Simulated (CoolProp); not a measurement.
Vapour-liquid equilibrium of benzene (1) + n-nonane (2) at 1.19 MPa; x and y are mole fractions of (1).

Values from CoolProp's multi-fluid Helmholtz-energy mixture model, Thol 2012 and Lemmon 2006; pair parameters Bell 2016.

```
x     bubble temperature, mixture model (K)  bubble temperature, Raoult's law (K)  y, mixture model  y, Raoult's law
----  -------------------------------------  ------------------------------------  ----------------  ---------------
0.05                                  541.3                                 540.9               [?]            0.158
0.2                                   520.8                                 520.8               [?]            0.486
0.35                                  504.3                                 504.8               [?]            0.682
0.5                                     [?]                                 491.9               [?]            0.807
0.65                                  480.9                                 481.1             0.839            0.890
0.8                                   472.0                                 471.9               [?]            0.948
0.95                                  464.1                                 464.1               [?]            0.989
```

Question: Complete the blanks.

Answer: 
- 0.05, y, mixture model: 0.115
- 0.2, y, mixture model: 0.406
- 0.35, y, mixture model: 0.605
- 0.5, bubble temperature, mixture model (K): 491.4
- 0.5, y, mixture model: 0.740
- 0.8, y, mixture model: 0.916
- 0.95, y, mixture model: 0.981

The largest gap from Raoult's law is -0.5 K in bubble temperature, at x = 0.35. No azeotrope shows between x = 0.05 and 0.95.

The pair parameters rest on a limited set of measurements; away from them the model extrapolates. The gap from Raoult's law changes sign with composition, which may be real or a fault of the pair parameters; it wasn't checked against measurements.
